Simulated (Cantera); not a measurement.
# Equilibrium for chlorosilane synthesis and conversion: Si + HCl + H2 + Cl2

A closed system holds: 1 mol Si, 4.2 mol HCl, 0.32 mol H2, 1.4 mol Cl2, held at 1252 °C and 8.80 bar.

Cantera equilibrium calculation (NASA polynomials, part measured and part estimated; ideal gas, pure solids and liquids). Candidate condensed phases: Si; 19 gas species. The tables' values for SiCl3 are old estimates; treat these amounts as uncertain. Rates play no part.

```
Property                             Result
--------------------------------  ---------
x(HCl)                                0.622
x(SiCl4)                              0.189
x(H2)                                 0.176
x(SiCl3)                            0.00680
x(SiHCl3)                           0.00604
x(SiCl2)                           0.000727
x(SiH2Cl2)                          3.11e-5
x(Cl)                               9.48e-6
x(H)                                3.35e-6
gas amount                        4.940 mol
log10 activity of Si(s) (absent)      -3.99
```
